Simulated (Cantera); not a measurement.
Charge: 1 mol Al2O3, 0.038 mol HI, 0.5 mol H2, held at 1175 °C and 5180 Torr.

These are equilibrium values from Cantera (NASA tables, ideal gas, pure condensed phases), not measurements of a reactor. Candidate condensed phases: Al, AlI3, Al2O3, H2O, I2; 25 gas species. Rates play no part.

Base state: H2 0.930, HI 0.0638, I 0.00595, I2 0.000252, H2O 9.39e-5, AlI3 6.21e-5 (mole fractions); condensed: Al2O3(s).

What changes in the equilibrium state with this change: Al2O3 replaced by Al?


| species | before | after |
|---|---|---|
| H2 | 0.930 | 0.936 |
| AlI | 4.82e-7 | 0.0597 |
| AlI3 | 6.21e-5 | 0.00254 |
| HI | 0.0638 | 0.00116 |
| H2O | 9.39e-5 | 0 |
| I2 | 0.000252 | 8.31e-8 |
| I | 0.00595 | 0.000108 |
| Al2O3(s), mol | 1.000 | 0 |
| Al(l), mol | 0 | 0.966 |
